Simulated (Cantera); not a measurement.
Source: NASA polynomial tables (part measured, part estimated), evaluated in Cantera. Values are per mole of reaction as written; species without (g) are pure solids or liquids, kept so even where they would boil at 1 bar.

SF4(g) + 2 Ca = S + 2 CaF2, with ΔH° = -1688.6 kJ and ΔS° = -215.3 J/K at 300 K.

Question: How far is the shortcut ΔG° ≈ ΔH°(300 K) − T·ΔS°(300 K) from the full temperature-dependent value at 423, 523, 623, 723, 823, 923, 1023 K?

Answer: 
```json
[
 {"T (K)": "423", "shortcut (kJ)": "-1597.5", "full (kJ)": "-1598.4", "difference (kJ)": "0.9", "difference in log10 K": "-0.12", "condensed phases": "Ca(s), S(l), CaF2(s)"},
 {"T (K)": "523", "shortcut (kJ)": "-1576.0", "full (kJ)": "-1579.1", "difference (kJ)": "3.1", "difference in log10 K": "-0.31", "condensed phases": "Ca(s), S(l), CaF2(s)"},
 {"T (K)": "623", "shortcut (kJ)": "-1554.4", "full (kJ)": "-1560.6", "difference (kJ)": "6.1", "difference in log10 K": "-0.51", "condensed phases": "Ca(s), S(l), CaF2(s)"},
 {"T (K)": "723", "shortcut (kJ)": "-1532.9", "full (kJ)": "-1542.5", "difference (kJ)": "9.6", "difference in log10 K": "-0.70", "condensed phases": "Ca(s), S(l), CaF2(s)"},
 {"T (K)": "823", "shortcut (kJ)": "-1511.4", "full (kJ)": "-1524.7", "difference (kJ)": "13.3", "difference in log10 K": "-0.85", "condensed phases": "Ca(s), S(l), CaF2(s)"},
 {"T (K)": "923", "shortcut (kJ)": "-1489.8", "full (kJ)": "-1507.3", "difference (kJ)": "17.5", "difference in log10 K": "-0.99", "condensed phases": "Ca(s), S(l), CaF2(s)"},
 {"T (K)": "1023", "shortcut (kJ)": "-1468.3", "full (kJ)": "-1490.4", "difference (kJ)": "22.1", "difference in log10 K": "-1.13", "condensed phases": "Ca(s), S(l), CaF2(s)"}
]
```
The shortcut ignores heat capacities and the phase changes listed.
